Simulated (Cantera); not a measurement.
What does this Cantera script print?

```python
import numpy as np
import cantera as ct

gas = ct.Solution("gri30.yaml")
gas.TPX = 1800, 1000000, {'C3H8': 1, 'O2': 10.9, 'N2': 67.4}
reactor = ct.IdealGasConstPressureReactor(gas, energy="on", clone=False)
net = ct.ReactorNet([reactor])
net.rtol, net.atol = 1e-08, 1e-16
show = ['C3H8', 'O2', 'HCO', 'O', 'CH2', 'C2H', 'CH2O']
times = np.geomspace(2e-06, 0.2, 14)

steps = ct.SolutionArray(gas, extra=["t"])
rows = []
print(f"{'t/s':>10s}{'T/K':>9s}{'P/Pa':>11s}" + "".join(f"{s:>11s}" for s in show))
for t in times:
    while net.time < t:
        t_next = net.step()
        steps.append(gas.state, t=t_next)
    rows.append([np.interp(t, steps.t, y) for y in (steps.T, steps.P, *steps(*show).X.T)])
    print(f"{t:10.3e}{rows[-1][0]:9.1f}{rows[-1][1]:11.4g}" + "".join(f"{x:11.3e}" for x in rows[-1][2:]))
rate = np.gradient(steps.T, steps.t)
print("integrator steps:", len(steps.t))
if steps.T.max() > steps.T[0] + 200:
    print(f"time of steepest temperature rise: {steps.t[rate.argmax()]:.4e} s")
gas.TPX = 1800, 1000000, {'C3H8': 1, 'O2': 10.9, 'N2': 67.4}
gas.equilibrate("HP")
print(f"equilibrium (HP): T = {gas.T:.1f} K  " + "  ".join(f"{s} {gas[s].X[0]:.3e}" for s in show))
```

Output:

```
       t/s      T/K       P/Pa       C3H8         O2        HCO          O        CH2        C2H       CH2O
 2.000e-06   1865.1      1e+06  7.919e-04  1.204e-01  6.041e-05  3.554e-04  2.074e-05  9.669e-07  1.894e-03
 4.849e-06   2192.1      1e+06  6.645e-28  7.831e-02  7.273e-08  8.067e-03  3.666e-10  2.094e-13  9.604e-10
 1.176e-05   2345.6      1e+06 -2.222e-39  7.351e-02  9.187e-09  4.312e-03  4.065e-14  6.070e-20  2.843e-11
 2.850e-05   2422.2      1e+06  5.655e-36  7.278e-02  7.451e-10  1.568e-03  6.881e-16  9.938e-22  3.796e-12
 6.910e-05   2441.7      1e+06  4.274e-38  7.259e-02  1.947e-10  9.607e-04  4.697e-17  5.922e-23  1.272e-12
 1.675e-04   2442.4      1e+06 -2.986e-44  7.249e-02  1.748e-10  9.283e-04  1.506e-18  1.410e-24  1.160e-12
 4.062e-04   2441.6      1e+06  1.495e-45  7.230e-02  1.736e-10  9.232e-04  4.479e-19  1.446e-25  1.153e-12
 9.848e-04   2439.8      1e+06  1.126e-46  7.187e-02  1.709e-10  9.117e-04  4.342e-19  1.379e-25  1.139e-12
 2.388e-03   2435.9      1e+06  1.102e-49  7.095e-02  1.653e-10  8.877e-04  4.059e-19  1.248e-25  1.108e-12
 5.789e-03   2429.2      1e+06  7.437e-53  6.936e-02  1.561e-10  8.476e-04  3.600e-19  1.048e-25  1.056e-12
 1.403e-02   2422.0      1e+06  6.018e-53  6.768e-02  1.469e-10  8.065e-04  3.156e-19  8.686e-26  1.004e-12
 3.403e-02   2419.2      1e+06  5.536e-53  6.702e-02  1.434e-10  7.909e-04  2.994e-19  8.069e-26  9.848e-13
 8.249e-02   2419.1      1e+06  5.510e-53  6.698e-02  1.432e-10  7.900e-04  2.985e-19  8.036e-26  9.837e-13
 2.000e-01   2419.1      1e+06  5.510e-53  6.698e-02  1.432e-10  7.900e-04  2.985e-19  8.036e-26  9.837e-13
integrator steps: 1504
time of steepest temperature rise: 2.6640e-06 s
equilibrium (HP): T = 2419.1 K  C3H8 1.047e-52  O2 6.698e-02  HCO 1.432e-10  O 7.900e-04  CH2 5.354e-19  C2H 8.911e-26  CH2O 9.837e-13
```

Cantera simulation using GRI-Mech 3.0 (53 species, 325 reactions); the numbers are that mechanism's predictions, not measurements. GRI-Mech 3.0 was tuned for natural gas; its chemistry of propane as a main component is partial and can be far from experiment.
